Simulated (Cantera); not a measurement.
## C₂H₄ + H₂O + N₂ (carbon deposition, reforming and gasification)

Charge: 1 mol C₂H₄, 0.6 mol H₂O, 10 mol N₂, at 29300 Torr.

Equilibrium computed with Cantera from the NASA thermochemical tables; the gas is ideal and each condensed phase is pure. Candidate condensed phases: C, C₆H₆, C₇H₈, C₈H₁₈, H₂O; 136 gas species. The ideal-gas law is rough above about 30 bar. Rates play no part.

From 1898 K to 2798 K the condensed part is C(graphite). The main C-bearing gas is CO at 1898 K and HCN at 2798 K. The share of C in condensed phases is highest at 1898 K (66.8 %) and lowest at 2798 K (26.0 %).

| T (K) | x N₂ | x H₂ | x HCN | x CO | x HNC | x C₂H₂ (acetylene) | x H | n C(graphite) |
|---|---|---|---|---|---|---|---|---|
| 1898 | 0.756 | 0.193 | 0.00369 | 0.0454 | 0.000173 | 7.27e-5 | 5.50e-5 | 1.34 |
| 2048 | 0.754 | 0.192 | 0.00675 | 0.0454 | 0.000418 | 0.000201 | 0.000157 | 1.29 |
| 2198 | 0.752 | 0.189 | 0.0113 | 0.0454 | 0.000890 | 0.000480 | 0.000388 | 1.22 |
| 2348 | 0.748 | 0.185 | 0.0176 | 0.0454 | 0.00171 | 0.00101 | 0.000851 | 1.11 |
| 2498 | 0.743 | 0.179 | 0.0257 | 0.0454 | 0.00300 | 0.00192 | 0.00169 | 0.964 |
| 2648 | 0.736 | 0.171 | 0.0356 | 0.0454 | 0.00490 | 0.00333 | 0.00308 | 0.767 |
| 2798 | 0.728 | 0.161 | 0.0471 | 0.0453 | 0.00748 | 0.00533 | 0.00522 | 0.520 |
x: gas mole fraction; n: condensed amount in mol.
